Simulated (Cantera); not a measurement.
Input (Python, Cantera) and output of one run.

```python
import numpy as np
import cantera as ct

gas_names = """
    Ca CaF CaF2 CaO Ca2 F FO FO2 F2 F2O O O2 O3
""".split()
cond_names = """
    Ca(a) Ca(b) Ca(L) CaF2(a) CaF2(b) CaF2(L) CaO(s) CaO(L)
""".split()


# ... load() reads the species with a 1 bar reference pressure and builds the phases ...
atoms = {
    'CaO': {'Ca': 1, 'O': 1},
    'F2': {'F': 2},
    'O2': {'O': 2},
}
top_T = {}  # K; cautious upper limits of use, not melting points


# ... equilibrate(T, P, feed) seeds the gas with the atoms and calls Mixture.equilibrate('TP', solver="vcs", rtol=1e-11, max_steps=5000) ...
results = []
feed = {'CaO': 1, 'F2': 7.7, 'O2': 0.37}  # mol
T = 1100  # K
P = 3500  # Pa
mix = equilibrate(T, P, feed)
results.append((T, P, feed, dict(zip(mix.species_names, mix.species_moles))))
print(gas.report(threshold=1e-06))
for i in range(1, mix.n_phases):
    print(f"{mix.phase(i).name:16s} {mix.phase_moles(i):12.5e} mol")
```

Result:

```
       temperature   1100 K
          pressure   3500 Pa
           density   0.0095553 kg/m^3
  mean mol. weight   24.969 kg/kmol
   phase of matter   gas

                          1 kg             1 kmol
                     ---------------   ---------------
          enthalpy        2.9431e+06        7.3487e+07  J
   internal energy        2.5768e+06        6.4341e+07  J
           entropy            9714.5        2.4256e+05  J/K
    Gibbs function       -7.7428e+06       -1.9333e+08  J
 heat capacity c_p            1061.9             26515  J/K
 heat capacity c_v            728.93             18201  J/K

                      mass frac. Y      mole frac. X     chem. pot. / RT
                     ---------------   ---------------   ---------------
                 F           0.50328           0.66145           -15.716
                FO        6.5795e-06        4.6942e-06           -32.091
               FO2        1.3556e-05        6.6375e-06           -48.466
                F2           0.39814           0.26163           -31.433
                O2          0.098559          0.076909            -32.75
     [   +8 minor]         1.907e-06        8.8428e-07

Ca(b)             0.00000e+00 mol
CaF2(a)           1.00000e+00 mol
CaO(s)            0.00000e+00 mol
```

Method: chemical equilibrium by Gibbs-energy minimisation in Cantera with the NASA 1993 tables (ideal gas, pure condensed phases).
